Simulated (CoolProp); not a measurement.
Saturation properties of nitrogen.

Values from CoolProp's reference Helmholtz-energy equation of state, Span 2000.

```csv
T (°C),p (MPa),enthalpy of vaporisation (kJ/kg),surface tension (mN/m),vapour viscosity (µPa s)
-204.65,0.03078,209.8,10.9,4.77
-202.55,0.04205,207.4,10.4,4.93
-200.45,0.05634,204.9,9.95,5.09
-198.35,0.07414,202.4,9.46,5.25
-196.35,0.09486,199.9,9.01,5.40
-194.25,0.1211,197.2,8.53,5.56
-192.15,0.1525,194.3,8.06,5.73
-190.05,0.1897,191.3,7.60,5.90
-187.95,0.2333,188.2,7.14,6.07
-185.85,0.2840,184.9,6.69,6.25
-183.75,0.3423,181.5,6.24,6.43
-181.65,0.4090,177.9,5.80,6.61
-179.65,0.4809,174.3,5.39,6.80
-177.55,0.5658,170.2,4.96,6.99
```

It boils at -195.8 °C under 1 atm.

Viscosity comes from a separate model (Lemmon 2004). Surface tension comes from a separate correlation (Mulero 2012).
